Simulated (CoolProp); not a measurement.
R1336mzz(E) at several states: density (kg/m³) from the reference equation and from simpler models built on Tc = 130.4 °C, pc = 2.779 MPa, ω = 0.413; each cubic takes its own stable root.

Values from CoolProp's reference Helmholtz-energy equation of state, Akasaka 2023.

```tsv
T (°C)	p (MPa)	phase	reference	Redlich-Kwong	Soave-Redlich-Kwong	Peng-Robinson
55.65	2.74	liquid	1239	1005	1073	1214
85.05	3.3	liquid	1129	902.9	959.6	1084
45.95	0.813	liquid	1260	1007	1087	1233
63.95	1	liquid	1194	934.9	1016	1153
115.15	0.0135	gas	0.6874	0.6872	0.6873	0.6874
-49.65	2.58	liquid	1527	1287	1341	1509
```
